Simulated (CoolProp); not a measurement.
Saturation properties of methanol (Tc = 513.4 K, pc = 82.16 bar, ω = 0.565).

Model: reference Helmholtz-energy equation of state, de Reuck 1993, in CoolProp.

```csv
T (K),p (bar),liquid density (kg/m³),liquid cp (kJ/(kg K)),vapour Z,liquid viscosity (µPa s),liquid conductivity (mW/(m K))
245.3,0.005609,836.0,2.298,0.9941,1360,210
264.4,0.02289,817.9,2.364,0.9894,939,207
283.6,0.07636,799.9,2.452,0.9825,678,203
302.7,0.2143,782.0,2.563,0.9732,509,199
321.8,0.5250,763.8,2.698,0.9607,395,196
340.9,1.151,745.1,2.854,0.9442,314,192
360.1,2.307,725.3,3.033,0.9224,255,188
379.2,4.265,704.0,3.236,0.8940,210,185
398.3,7.389,680.8,3.469,0.8572,174,181
```

It boils at 337.6 K under 1 atm.

Viscosity comes from a separate model (Xiang 2006). Thermal conductivity comes from a separate model (Sykioti 2013).
